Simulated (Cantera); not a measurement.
A perfectly stirred reactor is fed with N2O : H2 : N2 = 1 : 0.0025 : 3.7 (molar parts), at 2670 Pa; it is held at 1448 K, and followed from long to short residence time.

Model: GRI-Mech 3.0 (53 species, 325 reactions), integrated in Cantera. GRI-Mech 3.0 was tuned for natural gas; its chemistry of N2O as a main component is partial and can be far from experiment. Radical loss at walls, strong at low pressure, is not modelled. The temperature is held fixed by assumption; the heat of reaction is taken as removed at once.

```json
[
 {"quantity": "x(N2O) at τ = 1.10 s", "before": "0.108", "after": "0.0164"},
 {"quantity": "x(H2) at τ = 1.10 s", "before": "1.24e-5", "after": "1.30e-6"},
 {"quantity": "x(H) at τ = 1.10 s", "before": "1.65e-7", "after": "6.37e-8"},
 {"quantity": "x(OH) at τ = 1.10 s", "before": "2.70e-5", "after": "1.65e-5"},
 {"quantity": "x(HO2) at τ = 1.10 s", "before": "8.92e-8", "after": "2.79e-8"},
 {"quantity": "x(N2O) at τ = 34.0 ms", "before": "0.206", "after": "0.144"},
 {"quantity": "x(H2) at τ = 34.0 ms", "before": "0.000194", "after": "2.35e-5"},
 {"quantity": "x(H) at τ = 34.0 ms", "before": "5.42e-7", "after": "1.56e-7"},
 {"quantity": "x(OH) at τ = 34.0 ms", "before": "4.45e-5", "after": "2.89e-5"},
 {"quantity": "x(HO2) at τ = 34.0 ms", "before": "2.45e-6", "after": "2.26e-7"}
]
```

**Question.** What was changed between the two runs?
A. temperature 1448 to 1150 K
B. pressure from 2670 Pa to 44000 Pa
C. temperature 1448 to 1500 K
D. temperature 1448 to 1400 K

**Answer.** B, pressure from 2670 Pa to 44000 Pa
